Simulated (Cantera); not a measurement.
## Cu₂O + CH₄ + H₂ (carbothermic reduction)

A closed system holds: 1 mol Cu₂O, a varied amount of CH₄, 19 mol H₂, at 998.15 K and 14.0 Pa.

Equilibrium computed with Cantera from the NASA thermochemical tables; the gas is ideal and each condensed phase is pure. Candidate condensed phases: C, C₆H₆, C₇H₈, C₈H₁₈, Cu, CuO, Cu(OH)₂, Cu₂O, H₂O; 113 gas species. Kinetics and transport are ignored.

At 0.73 mol CH₄ the condensed part is Cu(s). From 1.2 mol CH₄ to 3.8 mol CH₄ the condensed part is C(graphite) + Cu(s). The main Cu-bearing gas is Cu throughout.

```json
[
 {"n(CH₄) (mol)": "0.73", "x H₂": "0.953", "x CO": "0.0338", "x H₂O": "0.0121", "x CO₂": "0.000622", "x CH₄": "1.88e-9", "x H": "1.78e-7", "x Cu": "1.03e-7", "n Cu(s)": "2.00", "n C(graphite)": "0"},
 {"n(CH₄) (mol)": "1.2", "x H₂": "0.955", "x CO": "0.0446", "x H₂O": "2.43e-6", "x CO₂": "1.64e-7", "x CH₄": "1.24e-5", "x H": "1.78e-7", "x Cu": "1.03e-7", "n Cu(s)": "2.00", "n C(graphite)": "0.200"},
 {"n(CH₄) (mol)": "1.6", "x H₂": "0.957", "x CO": "0.0431", "x H₂O": "2.35e-6", "x CO₂": "1.53e-7", "x CH₄": "1.25e-5", "x H": "1.79e-7", "x Cu": "1.03e-7", "n Cu(s)": "2.00", "n C(graphite)": "0.600"},
 {"n(CH₄) (mol)": "2", "x H₂": "0.958", "x CO": "0.0417", "x H₂O": "2.28e-6", "x CO₂": "1.43e-7", "x CH₄": "1.25e-5", "x H": "1.79e-7", "x Cu": "1.03e-7", "n Cu(s)": "2.00", "n C(graphite)": "1.000"},
 {"n(CH₄) (mol)": "2.5", "x H₂": "0.960", "x CO": "0.0400", "x H₂O": "2.19e-6", "x CO₂": "1.32e-7", "x CH₄": "1.26e-5", "x H": "1.79e-7", "x Cu": "1.03e-7", "n Cu(s)": "2.00", "n C(graphite)": "1.50"},
 {"n(CH₄) (mol)": "2.9", "x H₂": "0.961", "x CO": "0.0388", "x H₂O": "2.12e-6", "x CO₂": "1.24e-7", "x CH₄": "1.26e-5", "x H": "1.79e-7", "x Cu": "1.03e-7", "n Cu(s)": "2.00", "n C(graphite)": "1.90"},
 {"n(CH₄) (mol)": "3.3", "x H₂": "0.962", "x CO": "0.0376", "x H₂O": "2.06e-6", "x CO₂": "1.17e-7", "x CH₄": "1.26e-5", "x H": "1.79e-7", "x Cu": "1.03e-7", "n Cu(s)": "2.00", "n C(graphite)": "2.30"},
 {"n(CH₄) (mol)": "3.8", "x H₂": "0.964", "x CO": "0.0362", "x H₂O": "1.99e-6", "x CO₂": "1.08e-7", "x CH₄": "1.27e-5", "x H": "1.79e-7", "x Cu": "1.03e-7", "n Cu(s)": "2.00", "n C(graphite)": "2.80"}
]
```
x: gas mole fraction; n: condensed amount in mol.
